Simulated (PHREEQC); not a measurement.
Solution (20 °C): 5.83 mmol/kgw H2SO4, 0.032 mmol/kgw NaCl and 11 mmol/kgw CuCl2. Closed to the air; pH follows from the charge balance.

Equilibrium calculation in PHREEQC: ion-association model, phreeqc.dat.

No solid was allowed to form.

Question: Order these Cu species by the share of Cu that they hold, largest first: CuCl+, Cu+2, CuSO4.

Answer: Cu+2 (85 %), CuSO4 (13 %), CuCl+ (2.0 %)

The pH is 2.05 and the ionic strength 0.0418 mol/kgw.
